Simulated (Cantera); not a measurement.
A freely propagating, adiabatic, planar premixed flame of H₂ : O₂ : N₂ = 1 : 0.333 : 1.25 (molar parts), unburnt at 423 K and 2.17 atm; mixture-averaged transport, grid criteria slope 0.08 and curve 0.16, no radiation.

Detailed kinetics in Cantera: the H2/O2 subset of GRI-Mech 3.0, which has no nitrogen chemistry. The hydrogen kinetics of GRI-Mech 3.0 are dated; newer H2 mechanisms differ, most at raised pressure. Burning velocities carry a grid error of a few per cent, more on coarse grids.

Task: How do the results move with these cheaper or finer settings: unity-Lewis-number transport; multicomponent transport; multicomponent+Soret transport; grid criteria slope 0.5, curve 1; grid criteria slope 0.25, curve 0.5; grid criteria slope 0.03, curve 0.06?

Result: 
```csv
setting,laminar burning velocity,thermal thickness,peak x(H),peak x(O),grid points
as above,529 cm/s,0.137 mm,0.0648,0.00526,115
unity-Lewis-number transport,331 cm/s,0.126 mm,0.0684,0.00435,110
multicomponent transport,518 cm/s,0.137 mm,0.0646,0.00516,115
multicomponent+Soret transport,492 cm/s,0.133 mm,0.0629,0.00521,115
"grid criteria slope 0.5, curve 1",554 cm/s,0.173 mm,0.0660,0.00505,40
"grid criteria slope 0.25, curve 0.5",543 cm/s,0.149 mm,0.0655,0.00510,55
"grid criteria slope 0.03, curve 0.06",526 cm/s,0.134 mm,0.0644,0.00526,255
```
Unity Lewis numbers drop preferential diffusion, which matters most where H2 and H carry the flame; Soret adds thermal diffusion.
